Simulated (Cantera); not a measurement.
A closed system holds: 1 mol TEOS, 23 mol NO, 14 mol N₂O, equilibrated at 1277 °C and 0.750 bar.

These are equilibrium values from Cantera (NASA tables, ideal gas, pure condensed phases), not measurements of a reactor. Candidate condensed phases: C, C₆H₆, C₇H₈, C₈H₁₈, H₂O, Si, SiC, SiO₂, Si₂N₂O, Si₃N₄; 151 gas species. The feed counts by its element totals alone. The tables hold silica as quartz up to 1696 K and as liquid above; real silica turns to tridymite and cristobalite and melts near 1996 K. Gases not in the tables: Si(OH)₄. Equilibrium is a limit: real reactors are often held back by kinetics, nucleation or transport.

Base state: N₂ 0.509, H₂O 0.200, CO₂ 0.160, O₂ 0.129, NO 0.000979, OH 0.000160 (mole fractions); condensed: SiO₂(β-quartz).

Q: What changes in the equilibrium state with this change: NO from 23 to 16 mol?

A: 
```json
[
 {"species": "N₂", "before": "0.509", "after": "0.511"},
 {"species": "H₂O", "before": "0.200", "after": "0.232"},
 {"species": "CO₂", "before": "0.160", "after": "0.186"},
 {"species": "O₂", "before": "0.129", "after": "0.0694"},
 {"species": "NO", "before": "0.000979", "after": "0.000718"},
 {"species": "OH", "before": "0.000160", "after": "0.000148"},
 {"species": "SiO₂(β-quartz), mol", "before": "1.00", "after": "1.00"}
]
```
